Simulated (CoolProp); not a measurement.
A simple Rankine cycle with R125: condensing at 289.15 K, boiler at 2.89 MPa, turbine inlet 368.9 K, turbine efficiency 0.7, pump efficiency 0.6, no recuperator. Each further row changes one setting.

Computed with CoolProp (reference Helmholtz-energy equation of state, Lemmon 2005).

```tsv
case	thermal efficiency (%)	net work (kJ/kg)	heat in (kJ/kg)	turbine exit temperature (K)	volume ratio over the turbine
as stated	6.4	?	177	337.8	2.84
turbine inlet 388.9 K	6.5	12.9	199	359.6	2.77
condensing temperature 281.15 K	?	14.4	187	331.9	?
boiler pressure 2.02 MPa	4.4	8.22	186	350.9	1.91
turbine efficiency 0.6	5.3	9.40	177	339.9	2.87
```

### Question
Fill in the missing entries.

### Answer

- as stated, net work (kJ/kg): 11.4
- condensing temperature 281.15 K, thermal efficiency (%): 7.7
- condensing temperature 281.15 K, volume ratio over the turbine: 3.59
